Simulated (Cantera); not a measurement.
Input: 1 mol Ta2O5, 3.5 mol CH4, 0.024 mol CO, at 1527 °C and 0.0133 bar.

These are equilibrium values from Cantera (NASA tables, ideal gas, pure condensed phases), not measurements of a reactor. Candidate condensed phases: C, C6H6, C7H8, C8H18, H2O, Ta, TaC, Ta2O5; 113 gas species. Mutual solubility and eutectic melting of coexisting phases are not modelled. TaC: taken at fixed stoichiometry. Condensed phases not in the tables: Ta2C. Kinetics and transport are ignored.

Base state: H2 0.732, CO 0.264, H 0.00265, H2O 0.00114, CO2 0.000107 (mole fractions); condensed: TaC(s) + Ta2O5(s).

**Question.** What changes in the equilibrium state with this change: pressure from 0.0133 bar to 6.80 bar?

**Answer.** 
```tsv
species	before	after
H2	0.732	0.730
CO	0.264	0.263
H2O	0.00114	0.00671
H	0.00265	0.000117
CH4	3.56e-9	0.000154
CO2	0.000107	0.000632
TaC(s), mol	1.00	1.02
Ta2O5(s), mol	0.498	0.490
```

**Question.** What changes in the equilibrium state with this change: temperature from 1527 °C to 1825 °C?

**Answer.** 
```json
[
 {"species": "H2", "before": "0.732", "after": "0.645"},
 {"species": "CO", "before": "0.264", "after": "0.331"},
 {"species": "H", "before": "0.00265", "after": "0.0214"},
 {"species": "TaO2", "before": "1.08e-6", "after": "0.000379"},
 {"species": "TaO", "before": "9.44e-8", "after": "7.40e-5"},
 {"species": "CO2", "before": "0.000107", "after": "0.000180"},
 {"species": "H2O", "before": "0.00114", "after": "0.00173"},
 {"species": "TaC(s), mol", "before": "1.00", "after": "0"},
 {"species": "Ta2O5(s), mol", "before": "0.498", "after": "0"},
 {"species": "Ta(s), mol", "before": "0", "after": "1.41"},
 {"species": "Ta2O5(l), mol", "before": "0", "after": "0.294"}
]
```
Condensed phases not in the tables: Ta2C, N, O or C dissolved in the metal.
